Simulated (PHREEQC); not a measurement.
A column of 1 m (30 cells, dispersivity 0.05 m, 720 s a shift, diffusion coefficient 3e-10 m²/s) holds 0.06 eq of the database's cation exchanger X per kg of pore water, first in equilibrium with 50 mmol/kgw NH4Cl and 0.01 mmol/kgw HCl. It is flushed with 0.071 mol NaCl, 0.032 mol KCl and 1e-05 mol HCl per kg of water, at 15 °C. Values are for the last cell. The system is closed to CO2. Nothing may precipitate in this run.

The series has 31 steps of pore volumes, from 0 to 4.017.

Equilibrium calculation in PHREEQC: ion-association model, phreeqc.dat.

Task: After how many pore volumes does Na at the outlet first reach half of its feed value?

Result: By 1.2 pore volumes.

Task: After how many pore volumes does K at the outlet first reach half of its feed value?

Result: By 2.3 pore volumes.

Species that the database lacks are ignored.
